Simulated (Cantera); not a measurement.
Charge: 1 mol Si₃N₄, 0.027 mol H₂O, 240 mol N₂, at 75.0 Torr.

Method: chemical equilibrium by Gibbs-energy minimisation in Cantera with the NASA 1993 tables (ideal gas, pure condensed phases). Candidate condensed phases: H₂O, Si, SiO₂, Si₂N₂O, Si₃N₄; 35 gas species. Rates play no part.

Q: Which condensed phases are stable at each of these points (T (K)): 1798, 1848, 1898, 1948, 1998, 2048, 2098, 2148, 2198?

A: 
```csv
T (K),condensed phases,Si condensed (%)
1798,Si₃N₄(s),99.0
1848,Si₃N₄(s),98.9
1898,Si₃N₄(s),98.4
1948,Si₃N₄(s),96.9
1998,Si(l),94.5
2048,Si(l),91.2
2098,Si(l),85.8
2148,Si(l),77.1
2198,Si(l),63.5
```

From 1798 K to 1948 K the condensed part is Si₃N₄(s). From 1998 K to 2198 K the condensed part is Si(l).
